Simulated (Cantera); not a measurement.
Adiabatic ignition

An adiabatic, constant-volume homogeneous reactor starts with 11.3 % CO, 0.828 % H2, 18.5 % O2, 69.3 % N2, equivalence ratio 0.33, at 1200 K and 8250 Torr.

Cantera simulation using GRI-Mech 3.0 (53 species, 325 reactions); the numbers are that mechanism's predictions, not measurements. The hydrogen kinetics of GRI-Mech 3.0 are dated; newer H2 mechanisms differ, most at raised pressure.

```tsv
t (s)	T (K)	P (bar)	x CO	x H2	x O2	x CO2	x OH	x O
2.00e-6	1200	11.0	0.113	0.00828	0.185	3.57e-8	3.24e-9	1.88e-8
5.00e-6	1200	11.0	0.113	0.00828	0.185	1.59e-7	9.44e-9	4.24e-8
1.25e-5	1200	11.0	0.113	0.00828	0.185	1.10e-6	3.68e-8	1.24e-7
3.13e-5	1200	11.0	0.113	0.00827	0.185	1.92e-5	4.31e-7	1.21e-6
7.83e-5	1220	11.2	0.112	0.00750	0.184	0.00135	1.45e-5	2.70e-5
0.000196	2314	20.0	0.00456	3.45e-5	0.133	0.116	0.00156	0.00134
0.000490	2352	20.3	0.00117	1.41e-5	0.132	0.120	0.00107	0.000540
0.00123	2350	20.2	0.00116	1.40e-5	0.131	0.120	0.00106	0.000534
0.00306	2345	20.2	0.00114	1.37e-5	0.131	0.120	0.00104	0.000520
0.00766	2337	20.1	0.00109	1.32e-5	0.129	0.120	0.00101	0.000495
0.0192	2326	20.0	0.00103	1.26e-5	0.127	0.120	0.000972	0.000463
0.0480	2321	20.0	0.00100	1.23e-5	0.126	0.120	0.000951	0.000447
0.120	2320	20.0	0.000999	1.23e-5	0.126	0.120	0.000949	0.000445
0.300	2320	20.0	0.000999	1.23e-5	0.126	0.120	0.000949	0.000445
```
x: mole fraction; the columns are a selection and need not sum to one.

- time of steepest temperature rise: 0.162 ms
- temperature at 0.300 s: 2320 K
- equilibrium temperature: 2320 K
- x(CO) at 0.300 s: 0.000999 (gas-phase equilibrium 0.000999)
- x(H2) at 0.300 s: 1.23e-5 (gas-phase equilibrium 1.23e-5)
- x(O2) at 0.300 s: 0.126 (gas-phase equilibrium 0.126)
